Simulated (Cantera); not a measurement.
## Thermodynamics of silicon carbide growth, feed Si(CH3)4 + C2H4 + H2 + Cl2

A closed system holds: 1 mol Si(CH3)4, 1.5 mol C2H4, 420 mol H2, 0.31 mol Cl2, held at 0.00190 bar.

Equilibrium computed with Cantera from the NASA thermochemical tables; the gas is ideal and each condensed phase is pure. Candidate condensed phases: C, C6H6, C7H8, C8H18, Si, SiC; 109 gas species. Equilibrium is a limit: real reactors are often held back by kinetics, nucleation or transport.

From 1302 °C to 1702 °C the condensed part is C(graphite) + SiC(s). From 1802 °C to 2102 °C the condensed part is C(graphite). From 2202 °C to 2302 °C nothing is condensed. The main Si-bearing gas is Si throughout.

| T (°C) | x H2 | x H | x C2H2 (acetylene) | x Si | x HCl | x Cl | x C2H | n C(graphite) | n SiC(s) |
|---|---|---|---|---|---|---|---|---|---|
| 1302 | 0.998 | 0.000952 | 2.10e-5 | 2.91e-7 | 0.00144 | 1.09e-6 | 5.88e-11 | 5.98 | 1.000 |
| 1402 | 0.996 | 0.00266 | 5.78e-5 | 3.07e-6 | 0.00144 | 3.00e-6 | 7.64e-10 | 5.95 | 0.998 |
| 1502 | 0.992 | 0.00661 | 0.000141 | 2.48e-5 | 0.00143 | 7.33e-6 | 7.41e-9 | 5.89 | 0.988 |
| 1602 | 0.983 | 0.0149 | 0.000311 | 0.000160 | 0.00142 | 1.63e-5 | 5.61e-8 | 5.80 | 0.923 |
| 1702 | 0.966 | 0.0309 | 0.000627 | 0.000849 | 0.00139 | 3.31e-5 | 3.44e-7 | 5.83 | 0.583 |
| 1802 | 0.936 | 0.0591 | 0.00116 | 0.00200 | 0.00133 | 6.21e-5 | 1.76e-6 | 5.85 | 0 |
| 1902 | 0.889 | 0.106 | 0.00198 | 0.00196 | 0.00125 | 0.000109 | 7.61e-6 | 5.02 | 0 |
| 2002 | 0.817 | 0.176 | 0.00311 | 0.00184 | 0.00114 | 0.000177 | 2.84e-5 | 3.79 | 0 |
| 2102 | 0.718 | 0.274 | 0.00446 | 0.00168 | 0.000976 | 0.000266 | 9.24e-5 | 2.07 | 0 |
| 2202 | 0.593 | 0.398 | 0.00556 | 0.00150 | 0.000782 | 0.000371 | 0.000254 | 0 | 0 |
| 2302 | 0.455 | 0.536 | 0.00438 | 0.00140 | 0.000576 | 0.000476 | 0.000432 | 0 | 0 |
x: gas mole fraction; n: condensed amount in mol.
